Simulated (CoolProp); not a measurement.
Vapour-liquid equilibrium of m-xylene (1) + n-decane (2) at 406 K; x and y are mole fractions of (1).

The numbers come from the multi-fluid Helmholtz-energy mixture model, Zhou 2012 and Lemmon 2006; pair parameters Bell 2016 in CoolProp.

```csv
x,"bubble pressure, mixture model (MPa)","bubble pressure, Raoult's law (MPa)","y, mixture model","y, Raoult's law"
0.05,0.03411,0.03380,0.132,0.127
0.125,0.03851,0.03788,0.288,0.282
0.2,0.04274,0.04196,0.409,0.408
0.275,0.04686,0.04604,0.508,0.511
0.35,0.05090,0.05013,0.591,0.597
0.425,0.05489,0.05421,0.662,0.670
0.5,0.05885,0.05829,0.723,0.733
0.575,0.06280,0.06237,0.778,0.788
0.65,0.06676,0.06646,0.827,0.836
0.725,0.07074,0.07054,0.871,0.879
0.8,0.07474,0.07462,0.910,0.917
0.875,0.07876,0.07870,0.947,0.951
0.95,0.08280,0.08279,0.980,0.981
```

The largest gap from Raoult's law is +1.9 % in bubble pressure, at x = 0.2. No azeotrope shows between x = 0.05 and 0.95.

Pair parameters are fitted to limited data, so mixtures are less certain than the pure fluids.
